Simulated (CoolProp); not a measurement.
Vapour-liquid equilibrium of acetone (1) + n-heptane (2) at 1.44 MPa; x and y are mole fractions of (1).

Values from CoolProp's multi-fluid Helmholtz-energy mixture model, Lemmon 2006 and Span 2003; pair parameters Bell 2016.

```json
[
 {"x": "0.05", "bubble temperature (°C)": "214.5", "y at the bubble point": "0.128", "dew temperature at overall composition x (°C)": "219.9", "liquid density (mol/L)": "4.774"},
 {"x": "0.125", "bubble temperature (°C)": "202.9", "y at the bubble point": "0.289", "dew temperature at overall composition x (°C)": "214.7", "liquid density (mol/L)": "5.099"},
 {"x": "0.2", "bubble temperature (°C)": "193.7", "y at the bubble point": "0.412", "dew temperature at overall composition x (°C)": "209.4", "liquid density (mol/L)": "5.407"},
 {"x": "0.275", "bubble temperature (°C)": "186.5", "y at the bubble point": "0.505", "dew temperature at overall composition x (°C)": "204.0", "liquid density (mol/L)": "5.706"},
 {"x": "0.35", "bubble temperature (°C)": "180.9", "y at the bubble point": "0.577", "dew temperature at overall composition x (°C)": "198.4", "liquid density (mol/L)": "6.009"},
 {"x": "0.425", "bubble temperature (°C)": "176.5", "y at the bubble point": "0.634", "dew temperature at overall composition x (°C)": "192.7", "liquid density (mol/L)": "6.324"},
 {"x": "0.5", "bubble temperature (°C)": "173.0", "y at the bubble point": "0.683", "dew temperature at overall composition x (°C)": "186.9", "liquid density (mol/L)": "6.663"},
 {"x": "0.575", "bubble temperature (°C)": "170.2", "y at the bubble point": "0.726", "dew temperature at overall composition x (°C)": "181.0", "liquid density (mol/L)": "7.035"},
 {"x": "0.65", "bubble temperature (°C)": "167.8", "y at the bubble point": "0.767", "dew temperature at overall composition x (°C)": "175.3", "liquid density (mol/L)": "7.451"},
 {"x": "0.725", "bubble temperature (°C)": "165.9", "y at the bubble point": "0.807", "dew temperature at overall composition x (°C)": "170.2", "liquid density (mol/L)": "7.922"},
 {"x": "0.8", "bubble temperature (°C)": "164.3", "y at the bubble point": "0.850", "dew temperature at overall composition x (°C)": "166.2", "liquid density (mol/L)": "8.459"},
 {"x": "0.875", "bubble temperature (°C)": "163.1", "y at the bubble point": "0.898", "dew temperature at overall composition x (°C)": "163.6", "liquid density (mol/L)": "9.073"},
 {"x": "0.95", "bubble temperature (°C)": "162.3", "y at the bubble point": "0.955", "dew temperature at overall composition x (°C)": "162.4", "liquid density (mol/L)": "9.774"}
]
```

No azeotrope shows between x = 0.05 and 0.95.

The pair parameters rest on a limited set of measurements; away from them the model extrapolates.
